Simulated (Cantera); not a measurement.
An isothermal, constant-pressure homogeneous reactor starts with N2O : O2 = 1 : 0.14 (molar parts), at 1600 K and 10.00 Torr.

Detailed kinetics in Cantera: GRI-Mech 3.0 (53 species, 325 reactions). GRI-Mech 3.0 was tuned for natural gas; its chemistry of N2O as a main component is partial and can be far from experiment. Radical loss at walls, strong at low pressure, is not modelled. The temperature is held fixed by assumption; the heat of reaction is taken as removed at once.

One state of this run: x N2O = 0.533; x O2 = 0.192; x NO2 = 1.35e-5; x NO = 0.0716; x O = 0.000175; x N2 = 0.204. x: mole fraction; the columns are a selection and need not sum to one.

Question: Which value of t (s) does it belong to?
A) 0.00126
B) 0.000252
C) 0.159
D) 0.00632

Answer: C, 0.159
